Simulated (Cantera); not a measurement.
# Ignition delay

Mixture: CH4 : H2 : O2 : N2 = 1 : 0.73 : 1.97 : 5.72 (molar parts), equivalence ratio 1.2, at 100000 Pa, adiabatic and at constant volume. Ignition delay is the time to a rise of 400 K.

Detailed kinetics in Cantera: GRI-Mech 3.0 (53 species, 325 reactions).

```csv
T0 (K),delay (ms)
1050,4.65
1125,2.21
1200,1.14
1275,0.618
1350,0.356
1425,0.217
1500,0.139
1575,0.0933
1650,0.0649
1725,0.0464
```

| Property | Value |
|---|---|
| apparent activation energy between 1575 and 1725 K | 110 kJ/mol |
